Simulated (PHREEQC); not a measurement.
A solution holds 0.11 mol/kgw Na2CO3, at 40 °C. Closed to the air; pH follows from the charge balance.

The numbers come from PHREEQC with the ion-association model, phreeqc.dat.

No solid was allowed to form.

Problem. Predict the pH, density, specific conductance.

Solution. pH 10.91; density 1.004 g/cm³; specific conductance 15300 µS/cm.

Problem. In which forms is C present?

Solution. NaCO3- 62 %, CO3-2 35 %, HCO3- 2.9 % of the C.

At this temperature some constants are extrapolated from 25 °C, and those without enthalpy data are left unchanged.
